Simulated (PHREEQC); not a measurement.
Consider water at 39 °C with 0.27 mol/kgw Cu(NO3)2, 0.0078 mol/kgw HCl and 0.0057 mol/kgw H3BO3. Closed to the air; pH follows from the charge balance.

Computed with PHREEQC (ion-association model, phreeqc.dat).

```yaml
pH: 2.24
ionic_strength: 0.814 mol/kgw
activity_of_water: 0.986
density: 1.033 g/cm³
total_alkalinity: -7.80 meq/kg
```

```csv
species,molality,activity,log γ
NO3-,0.540,0.304,-0.249
Cu+2,0.268,0.0565,-0.677
H+,0.00780,0.00581,-0.128
Cl-,0.00602,0.00369,-0.213
H3BO3,0.00570,0.00688,0.081
CuCl+,0.00177,0.00108,-0.215
CuCl2,2.05e-6,2.47e-6,0.081
CuOH+,1.57e-7,9.59e-8,-0.215
```

No solid was allowed to form. Ionic strength above about 0.7 mol/kgw puts this run outside the model's range. At this temperature some constants are extrapolated from 25 °C, and those without enthalpy data are left unchanged.
